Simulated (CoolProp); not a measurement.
Vapour-liquid equilibrium of acetone (1) + cyclohexane (2) at 1.49 MPa; x and y are mole fractions of (1).

Computed with CoolProp (multi-fluid Helmholtz-energy mixture model, Lemmon 2006 and Zhou 2014; pair parameters Bell 2016).

| x | bubble temperature (°C) | y at the bubble point | dew temperature at overall composition x (°C) | liquid density (mol/L) |
|---|---|---|---|---|
| 0.05 | 197.1 | 0.143 | 203.2 | 6.934 |
| 0.2 | 180.1 | 0.394 | 193.2 | 7.385 |
| 0.35 | 171.8 | 0.525 | 183.0 | 7.765 |
| 0.5 | 167.2 | 0.619 | 173.3 | 8.178 |
| 0.65 | 164.4 | 0.708 | 166.1 | 8.673 |
| 0.8 | 163.1 | 0.810 | 163.1 | 9.273 |
| 0.95 | 163.4 | 0.944 | 163.4 | 9.979 |

y crosses x between x = 0.8 and 0.95: the model has an azeotrope there.

The pair parameters rest on a limited set of measurements; away from them the model extrapolates.
